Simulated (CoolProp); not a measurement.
Vapour-liquid equilibrium of propane (1) + dimethyl ether (2) at 0.114 bar; x and y are mole fractions of (1).

The numbers come from the multi-fluid Helmholtz-energy mixture model, Lemmon 2009 and Wu 2011; pair parameters Bell 2016 in CoolProp.

```json
[
 {"x": "0.05", "bubble temperature (K)": "(withheld)", "y at the bubble point": "0.260", "dew temperature at overall composition x (K)": "207.0", "liquid density (mol/L)": "17.01"},
 {"x": "0.2", "bubble temperature (K)": "197.8", "y at the bubble point": "0.580", "dew temperature at overall composition x (K)": "204.8", "liquid density (mol/L)": "16.57"},
 {"x": "0.35", "bubble temperature (K)": "195.1", "y at the bubble point": "0.697", "dew temperature at overall composition x (K)": "202.3", "liquid density (mol/L)": "16.07"},
 {"x": "0.5", "bubble temperature (K)": "(withheld)", "y at the bubble point": "(withheld)", "dew temperature at overall composition x (K)": "199.5", "liquid density (mol/L)": "(withheld)"},
 {"x": "0.65", "bubble temperature (K)": "(withheld)", "y at the bubble point": "0.816", "dew temperature at overall composition x (K)": "(withheld)", "liquid density (mol/L)": "15.12"},
 {"x": "0.8", "bubble temperature (K)": "191.8", "y at the bubble point": "0.875", "dew temperature at overall composition x (K)": "192.9", "liquid density (mol/L)": "14.69"},
 {"x": "0.95", "bubble temperature (K)": "191.3", "y at the bubble point": "0.960", "dew temperature at overall composition x (K)": "191.3", "liquid density (mol/L)": "(withheld)"}
]
```

### Question
Fill in the missing entries.

### Answer

- 0.05, bubble temperature (K): 203.9
- 0.5, bubble temperature (K): 193.6
- 0.5, y at the bubble point: 0.763
- 0.5, liquid density (mol/L): 15.58
- 0.65, bubble temperature (K): 192.6
- 0.65, dew temperature at overall composition x (K): 196.2
- 0.95, liquid density (mol/L): 14.30

No azeotrope shows between x = 0.05 and 0.95.

Pair parameters are fitted to limited data, so mixtures are less certain than the pure fluids.
